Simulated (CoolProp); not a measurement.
A Linde-Hampson liquefier for dry air: isothermal reversible compression at 200 K from 1 atm to 10 MPa, throttling to 1 atm, return gas leaving the recuperator 2 K below the feed. Each further row changes one setting.

Model: reference Helmholtz-energy equation of state, Lemmon 2000, in CoolProp. It is a pseudo-pure fit of the blend.

| case | liquid yield per pass | compression work (kJ/kg of gas) |
|---|---|---|
| as stated | … | 251 |
| high pressure 20 MPa | … | … |
| warm-end temperature 230 K | … | 295 |
| warm-end gap 7 K | 0.138 | 251 |

Task: Complete the blanks.

Result: 
- as stated, liquid yield per pass: 0.151
- high pressure 20 MPa, liquid yield per pass: 0.248
- high pressure 20 MPa, compression work (kJ/kg of gas): 284
- warm-end temperature 230 K, liquid yield per pass: 0.098
